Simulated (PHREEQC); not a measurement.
A solution holds 41 mmol/kgw CuCl2, 18 mmol/kgw HNO3 and 0.24 mmol/kgw FeCl3, at 25 °C. Closed to the air; pH follows from the charge balance.

The numbers come from PHREEQC with the ion-association model, phreeqc.dat.

```json
[
 {"quantity": "pH", "before": "1.83", "after": "1.80"},
 {"quantity": "ionic strength (mol/kgw)", "before": "0.136", "after": "0.0315"},
 {"quantity": "CuCl+ (mol/kgw)", "before": "0.00297", "after": "5.19e-5"},
 {"quantity": "CuCl2 (mol/kgw)", "before": "6.83e-5", "after": "1.74e-7"}
]
```

Problem. What was changed between the two runs?
A) FeCl3 replaced by CaCl2 at the same molality
B) diluted 2-fold with water
C) CuCl2 from 0.041 to 0.0041 mol/kgw
D) HNO3 left out
E) FeCl3 replaced by Fe(NO3)3 at the same molality

Solution. C, CuCl2 from 0.041 to 0.0041 mol/kgw

No solid was allowed to form. Some of these states are supersaturated (in Hematite (slow to form), Goethite (slow to form), for instance).
